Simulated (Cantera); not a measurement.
Feed: 1 mol C3H8, 0.0079 mol O2, 0.17 mol N2, equilibrated at 950 K and 0.000180 bar.

Equilibrium computed with Cantera from the NASA thermochemical tables; the gas is ideal and each condensed phase is pure. Candidate condensed phases: C, C6H6, C7H8, C8H18, H2O; 136 gas species. The numbers say what is thermodynamically allowed, not how fast it happens.

Base state: H2 0.956, N2 0.0406, CO 0.00377, CH4 2.75e-5 (mole fractions); condensed: C(graphite).

Task: What changes in the equilibrium state with this change: pressure from 0.000180 bar to 0.0220 bar?

Result: 
```
species            before    after
----------------  -------  -------
H2                  0.956    0.952
N2                 0.0406   0.0408
CO                0.00377  0.00371
CH4               2.75e-5  0.00334
H2O               6.06e-7  7.27e-5
C(graphite), mol     2.98     2.97
```
